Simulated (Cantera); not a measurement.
Cantera with NASA thermochemical tables; ideal gases at 1 bar, condensed phases pure. Values are per mole of reaction as written; species without (g) are pure solids or liquids, kept so even where they would boil at 1 bar.

3 NiS2 + 4 CH3(g) ⇌ 3 Ni + 6 H2S(g) + 4 C, with ΔH° = -316.6 kJ and ΔS° = 354.9 J/K at 300 K.

Problem. How far is the shortcut ΔG° ≈ ΔH°(300 K) − T·ΔS°(300 K) from the full temperature-dependent value at 375, 475, 575, 675, 775, 875, 975, 1075 K?

Solution. 
| T (K) | shortcut (kJ) | full (kJ) | difference (kJ) | difference in log10 K |
|---|---|---|---|---|
| 375 | -449.7 | -449.3 | -0.4 | 0.05 |
| 475 | -485.1 | -483.3 | -1.8 | 0.20 |
| 575 | -520.6 | -516.6 | -4.0 | 0.36 |
| 675 | -556.1 | -549.6 | -6.5 | 0.50 |
| 775 | -591.6 | -582.3 | -9.3 | 0.63 |
| 875 | -627.1 | -614.5 | -12.6 | 0.75 |
| 975 | -662.6 | -646.4 | -16.2 | 0.87 |
| 1075 | -698.1 | -677.9 | -20.2 | 0.98 |
The shortcut ignores the heat-capacity change of the reaction.
